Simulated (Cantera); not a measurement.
Feed: 1 mol Hg, 0.013 mol O2, 29 mol N2, equilibrated at 0.00340 bar.

Cantera equilibrium calculation (NASA polynomials, part measured and part estimated; ideal gas, pure solids and liquids). Candidate condensed phases: Hg, HgO; 10 gas species. Rates play no part. All values below are at 552 °C.

Base state: N2 0.966, Hg 0.0333, O2 0.000433 (mole fractions); condensed: gas only.

Question: What changes in the equilibrium state with this change: Hg replaced by Pb?

Answer: 
```tsv
species	before	after
N2	0.966	1.000
Pb	0	4.22e-5
O2	0.000433	<1e-9
Hg	0.0333	0
Pb(l), mol	0	0.973
PbO(yellow), mol	0	0.0260
```
Further candidate phases: Pb, PbO, PbO2, Pb3O4.
